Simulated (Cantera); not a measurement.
An isothermal, constant-pressure homogeneous reactor starts with NH3 : H2 = 1 : 4.2 (molar parts), at 1600 K and 0.0207 atm. Integrator tolerance rtol = 1e-08.

Detailed kinetics in Cantera: the gas-phase N/H chemistry of the illustrative SiF4/NH3 mechanism in the Surface Chemkin manual (1991). Walls and surfaces, which speed up NH3 decomposition in real reactors, are not modelled.

```tsv
quantity	before	after
x(NH3) at 4.00 s	0.188 (gas-phase equilibrium 2.42e-7)	0.000978 (gas-phase equilibrium 9.45e-8)
x(H2) at 4.00 s	0.810 (gas-phase equilibrium 0.919)	0.913 (gas-phase equilibrium 0.905)
x(NH) at 4.00 s	4.55e-7 (gas-phase equilibrium 6.65e-12)	3.99e-6 (gas-phase equilibrium 2.38e-9)
x(N2) at 4.00 s	0.00159 (gas-phase equilibrium 0.0806)	0.0800 (gas-phase equilibrium 0.0800)
x(N) at 4.00 s	2.61e-8 (gas-phase equilibrium 1.31e-12)	2.40e-6 (gas-phase equilibrium 3.55e-9)
x(N2H2) at 4.00 s	1.53e-7 (gas-phase equilibrium <1e-12)	5.47e-9 (gas-phase equilibrium <1e-12)
x(H) at 4.00 s	9.52e-5 (gas-phase equilibrium 0.000362)	0.00610 (gas-phase equilibrium 0.0150)
```

Q: What was changed between the two runs?
A. temperature 1600 to 2350 K
B. pressure from 0.0207 atm to 0.128 atm
C. temperature 1600 to 1973 K
D. temperature 1600 to 2050 K

A: D, temperature 1600 to 2050 K
